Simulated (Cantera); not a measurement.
Input: 1 mol SiHCl3, 9.6 mol N2, held at 380 Pa.

Method: chemical equilibrium by Gibbs-energy minimisation in Cantera with the NASA 1993 tables (ideal gas, pure condensed phases). Candidate condensed phases: NH4Cl, Si, Si3N4; 28 gas species. N2 is the only nitrogen source here; it is nearly inert below about 1500 K, so the nitride shown seldom forms there in practice. The numbers say what is thermodynamically allowed, not how fast it happens.

Problem. What share of the Si ends up in condensed phases as a function of T (°C), at 977, 1077, 1177, 1277, 1377, 1477, 1577, 1677?

Solution. 
```
T (°C)  Si condensed (%)        as
------  ----------------  --------
977                 43.8  Si3N4(s)
1077                31.4  Si3N4(s)
1177                 5.9  Si3N4(s)
1277                 0.0         -
1377                 0.0         -
1477                 0.0         -
1577                 0.0         -
1677                 0.0         -
```
